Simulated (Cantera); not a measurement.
Charge: 1 mol AlN, 460 mol H₂, at 29.0 Pa.

Cantera equilibrium calculation (NASA polynomials, part measured and part estimated; ideal gas, pure solids and liquids). Candidate condensed phases: Al, AlN; 13 gas species. Kinetics and transport are ignored.

log p: log10 of the partial pressure in bar; n: condensed amount in mol.

| T (K) | log p H₂ | log p H | log p Al | log p N₂ | n AlN(s) |
|---|---|---|---|---|---|
| 873 | -3.54 | -12.10 | <-15 | <-15 | 1.00 |
| 948 | -3.54 | -11.05 | ? | <-15 | 1.00 |
| 1023 | -3.54 | -10.15 | ? | -13.86 | 1.00 |
| 1098 | -3.54 | -9.38 | ? | -12.40 | 1.000 |
| 1173 | -3.54 | -8.70 | ? | -11.11 | 1.000 |
| 1248 | -3.54 | -8.10 | ? | -9.98 | 1.000 |
| 1323 | -3.54 | -7.57 | ? | -8.98 | 0.997 |
| 1398 | -3.54 | -7.09 | ? | -8.08 | 0.973 |
| 1473 | -3.54 | -6.67 | ? | -7.27 | 0.830 |
| 1548 | -3.54 | -6.28 | -6.25 | -6.54 | 0.0885 |
| 1623 | -3.54 | -5.93 | -6.21 | -6.50 | 0 |
| 1698 | -3.54 | -5.61 | -6.21 | -6.50 | 0 |
| 1773 | -3.55 | -5.32 | -6.21 | -6.51 | 0 |

### Question
Fill in the missing entries.

### Answer

- 948, log p Al: -15.42
- 1023, log p Al: -13.67
- 1098, log p Al: -12.17
- 1173, log p Al: -10.86
- 1248, log p Al: -9.71
- 1323, log p Al: -8.69
- 1398, log p Al: -7.79
- 1473, log p Al: -6.98
